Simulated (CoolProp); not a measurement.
Aqueous lithium chloride as a coolant, at -9 °C, 1 atm.

Model: Melinder's fits for secondary coolants, in CoolProp.

```csv
mass %,freezing point (°C),viscosity (mPa s),density (kg/m³),conductivity (W/(m K)),cp (kJ/(kg K))
10.1,-12.4,3.31,1061,0.529,3.611
11.5,-15.0,3.48,1069,0.527,3.529
13,-18.4,3.68,1079,0.524,3.442
14.4,-22.1,3.87,1087,0.522,3.364
15.9,-26.9,4.10,1096,0.519,3.282
17.4,-32.5,4.35,1106,0.517,3.204
18.8,-38.4,4.61,1115,0.514,3.137
```
